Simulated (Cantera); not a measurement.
Feed: 1 mol B2O3, 12 mol HF, at 1623 K and 10000 Pa.

Equilibrium computed with Cantera from the NASA thermochemical tables; the gas is ideal and each condensed phase is pure. Candidate condensed phases: B, B2O3, B3O3H3, H2O; 43 gas species. Gases not in the tables: H3BO3. Kinetics and transport are ignored.

Base state: HF 0.693, H2O 0.142, BOF 0.0902, BF3 0.0670, HBO2 0.00665, H2 0.000329, O2 0.000139, B3O3F3 7.40e-5 (mole fractions); condensed: gas only.

Q: What changes in the equilibrium state with this change: pressure from 10000 Pa to 133 Pa?

A: 
```json
[
 {"species": "HF", "before": "0.693", "after": "0.770"},
 {"species": "BOF", "before": "0.0902", "after": "0.146"},
 {"species": "H2O", "before": "0.142", "after": "0.0744"},
 {"species": "BF3", "before": "0.0670", "after": "0.00339"},
 {"species": "B3O3F3", "before": "7.40e-5", "after": "5.55e-8"},
 {"species": "O", "before": "7.10e-7", "after": "1.04e-5"},
 {"species": "H", "before": "3.97e-6", "after": "5.64e-5"},
 {"species": "BOF2", "before": "2.90e-5", "after": "3.66e-6"}
]
```

Q: What changes in the equilibrium state with this change: temperature from 1623 K to 1875 K?

A: 
```
species   before    after
-------  -------  -------
HF         0.693    0.752
BOF       0.0902    0.132
H2O        0.142   0.0888
BF3       0.0670   0.0182
B3O3F3   7.40e-5  1.10e-6
O        7.10e-7  1.76e-5
F        5.21e-7  1.04e-5
```
The tables' values for BF2 are old estimates; treat these amounts as uncertain.

Q: What changes in the equilibrium state with this change: temperature from 1623 K to 750 K?

A: 
```
species    before    after
-------  --------  -------
HF          0.693    0.545
H2O         0.142    0.273
BF3        0.0670    0.182
BOF        0.0902  1.29e-9
HBO2      0.00665    <1e-9
H2       0.000329    <1e-9
O2       0.000139    <1e-9
```
